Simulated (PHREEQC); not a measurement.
A solution holds 2.1 mmol/kgw FeCl3 and 77 mmol/kgw NaH2PO4, at 25 °C. Closed to the air; pH follows from the charge balance.

Equilibrium calculation in PHREEQC: ion-association model, wateq4f.dat.

Problem. The ionic strength comes out as 0.0834 mol/kgw. What activity coefficients do Cl-, FeHPO4+, FeOH+2, Na+, H+ get?

Solution. Cl- 0.78, FeHPO4+ 0.80, FeOH+2 0.40, Na+ 0.79, H+ 0.83.

No solid was allowed to form. The solution is supersaturated, for example in Strengite, Fe(OH)3(a), so a real one may precipitate; this is no full list. Species that the database lacks are ignored. H3PO4, which wateq4f.dat lacks, is added to it with the constant of phreeqc.dat.
